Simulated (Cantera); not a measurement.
Feed: 1 mol SiC, 0.31 mol H₂O, 66 mol N₂, equilibrated at 2173.15 K and 18000 Pa.

These are equilibrium values from Cantera (NASA tables, ideal gas, pure condensed phases), not measurements of a reactor. Candidate condensed phases: C, C₆H₆, C₇H₈, C₈H₁₈, H₂O, Si, SiC, SiO₂, Si₂N₂O, Si₃N₄; 151 gas species. The tables' values for SiN are old estimates; treat these amounts as uncertain. Equilibrium is a limit: real reactors are often held back by kinetics, nucleation or transport.

Base state: N₂ 0.989, H₂ 0.00413, CO 0.00286, SiO 0.00179, Si 0.00106, H 0.000732, HCN 0.000259, SiN 7.96e-5 (mole fractions); condensed: SiC(s).

**Question.** What changes in the equilibrium state with this change: temperature from 2173.15 K to 1073 K?

**Answer.** 
```csv
species,before,after
N₂,0.989,0.995
H₂,0.00413,0.00471
HCN,0.000259,1.06e-6
CO,0.00286,7.72e-9
SiO,0.00179,<1e-9
Si,0.00106,<1e-9
H,0.000732,2.27e-9
"SiC(s), mol",0.786,0
"C(graphite), mol",0,1.000
"Si₂N₂O(s), mol",0,0.310
"Si₃N₄(s), mol",0,0.127
```
N₂ is the only nitrogen source here; it is nearly inert below about 1500 K, so the nitride shown seldom forms there in practice. Mutual solubility and eutectic melting of coexisting phases are not modelled.

**Question.** What changes in the equilibrium state with this change: temperature from 2173.15 K to 1973 K?

**Answer.** 
```tsv
species	before	after
N₂	0.989	0.990
H₂	0.00413	0.00450
CO	0.00286	0.00234
Si	0.00106	9.22e-5
SiO	0.00179	0.00231
Si₂C	5.66e-5	2.25e-6
Si₂	1.08e-5	4.71e-7
Si₂N	6.04e-5	7.66e-6
SiN	7.96e-5	1.08e-5
SiC(s), mol	0.786	0.838
```

**Question.** What changes in the equilibrium state with this change: temperature from 2173.15 K to 1573 K?

**Answer.** 
```tsv
species	before	after
N₂	0.989	0.994
H₂	0.00413	0.00462
CO	0.00286	0.00108
SiO	0.00179	2.84e-6
Si	0.00106	2.92e-9
SiN	7.96e-5	1.18e-9
Si₂N	6.04e-5	<1e-9
Si₂C	5.66e-5	<1e-9
SiC(s), mol	0.786	0.523
C(graphite), mol	0	0.397
Si₂N₂O(s), mol	0	0.238
```
Mutual solubility and eutectic melting of coexisting phases are not modelled.
